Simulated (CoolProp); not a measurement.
Properties of nitrous oxide along the isotherm 75.65 °C.

Model: reference Helmholtz-energy equation of state, Lemmon 2006, in CoolProp. It is a short technical equation, of lower accuracy than the large ones.

```
p (MPa)          phase  density (kg/m³)  cv (kJ/(kg K))  speed of sound (m/s)  Joule-Thomson coefficient (K/MPa)
-------  -------------  ---------------  --------------  --------------------  ---------------------------------
1.29               gas            20.45          0.7503                   [?]                              7.648
2.59               gas            43.09          0.7657                 273.6                              7.663
3.88               gas            68.05          0.7829                   [?]                              7.651
5.17               gas            96.19          0.8023                 259.2                              7.598
6.47               gas            128.8          0.8245                 252.0                              7.476
7.76     supercritical            166.8          0.8496                 245.3                                [?]
9.06     supercritical            213.1             [?]                 239.7                              6.852
10.3     supercritical            267.2          0.9076                 236.9                              6.246
11.6     supercritical            335.6          0.9351                 239.1                              5.339
12.9     supercritical            410.6          0.9495                 249.8                              4.288
14.2     supercritical              [?]          0.9481                 269.5                              3.341
15.5     supercritical            535.5          0.9397                 294.4                                [?]
16.8     supercritical            579.1             [?]                 320.8                              2.092
18.1     supercritical            613.5          0.9245                 346.2                              1.710
```

Problem. Complete the blanks.

Solution. 
- 1.29, speed of sound (m/s): 280.8
- 3.88, speed of sound (m/s): 266.4
- 7.76, Joule-Thomson coefficient (K/MPa): 7.249
- 9.06, cv (kJ/(kg K)): 0.8783
- 14.2, density (kg/m³): 479.6
- 15.5, Joule-Thomson coefficient (K/MPa): 2.617
- 16.8, cv (kJ/(kg K)): 0.9312
